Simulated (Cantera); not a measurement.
C3H8 + O2 + H2 + NH3 (carbon deposition, reforming and gasification)

Input: 1 mol C3H8, 0.14 mol O2, 2.3 mol H2, a varied amount of NH3, equilibrated at 700 K and 95.0 bar.

Method: chemical equilibrium by Gibbs-energy minimisation in Cantera with the NASA 1993 tables (ideal gas, pure condensed phases). Candidate condensed phases: C, C6H6, C7H8, C8H18, H2O; 136 gas species. The ideal-gas law is rough above about 30 bar. Equilibrium is a limit: real reactors are often held back by kinetics, nucleation or transport.

From 0.016 mol NH3 to 0.044 mol NH3 the condensed part is C(graphite). From 0.053 mol NH3 to 0.12 mol NH3 nothing is condensed. The main C-bearing gas is CH4 throughout.

```tsv
n(NH3) (mol)	log p CH4	log p H2O	log p H2	log p N2	log p NH3	log p CO2	log p C2H6	log p CO	n C(graphite)
0.016	1.92	0.88	0.50	-0.67	-1.62	-0.89	-2.01	-2.25	0.0246
0.02	1.92	0.88	0.50	-0.57	-1.57	-0.89	-2.01	-2.25	0.0217
0.024	1.92	0.88	0.50	-0.49	-1.53	-0.89	-2.01	-2.25	0.0189
0.029	1.92	0.88	0.50	-0.41	-1.49	-0.89	-2.01	-2.25	0.0153
0.036	1.92	0.88	0.50	-0.31	-1.44	-0.89	-2.01	-2.25	0.0103
0.044	1.92	0.88	0.50	-0.23	-1.40	-0.89	-2.01	-2.25	0.00452
0.053	1.92	0.88	0.50	-0.15	-1.34	-0.93	-2.02	-2.28	0
0.065	1.92	0.88	0.55	-0.06	-1.24	-1.09	-2.07	-2.40	0
0.08	1.92	0.88	0.60	0.03	-1.12	-1.30	-2.13	-2.56	0
0.097	1.91	0.88	0.65	0.10	-1.00	-1.53	-2.19	-2.73	0
0.12	1.91	0.87	0.72	0.19	-0.86	-1.81	-2.27	-2.94	0
```
log p: log10 of the partial pressure in bar; n: condensed amount in mol.
